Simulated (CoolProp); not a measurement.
Properties of R21 at several states.

The numbers come from the reference Helmholtz-energy equation of state, Platzer 1990 in CoolProp. This equation is an older, rougher fit.

| T (°C) | p (MPa) | phase | density (kg/m³) | expansivity (1/kK) |
|---|---|---|---|---|
| 159.45 | 0.0314 | gas | 0.9006 | 2.331 |
| 18.65 | 0.0257 | gas | 1.099 | 3.528 |
| 176.75 | 0.0122 | gas | 0.3359 | 2.229 |
